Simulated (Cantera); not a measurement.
Feed: 1 mol SiH4, 0.55 mol NH3, 13 mol N2, held at 39.0 Pa.

Equilibrium computed with Cantera from the NASA thermochemical tables; the gas is ideal and each condensed phase is pure. Candidate condensed phases: Si, Si3N4; 18 gas species. Equilibrium is a limit: real reactors are often held back by kinetics, nucleation or transport.

### Question
At 1425 K, list the 3 most abundant gas species with their mole fractions, and the condensed phases.

### Answer
N2 0.817, H2 0.183, H 0.000148. Condensed: Si3N4(s).
